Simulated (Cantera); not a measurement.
Mixture: 14.9 % CO, 0.654 % H2, 1.03 % CH4, 17.6 % O2, 65.9 % N2, equivalence ratio 0.56, at 760 Torr, adiabatic and at constant volume. Ignition delay is the time to a rise of 400 K.

Computed with Cantera and GRI-Mech 3.0 (53 species, 325 reactions). Below about 1000 K GRI-Mech 3.0 lacks low-temperature oxidation paths. Below about 950 K walls govern HO2 and H2O2 in real vessels.

Q: Predict: delay at 850 K; delay at 900 K; delay at 950 K; delay at 1000 K; delay at 1050 K; delay at 1100 K; apparent activation energy between 1000 and 1100 K.

A: 
- delay at 850 K = 0.474 s
- delay at 900 K = 60.0 ms
- delay at 950 K = 10.9 ms
- delay at 1000 K = 3.56 ms
- delay at 1050 K = 1.50 ms
- delay at 1100 K = 0.762 ms
- apparent activation energy between 1000 and 1100 K = 140 kJ/mol
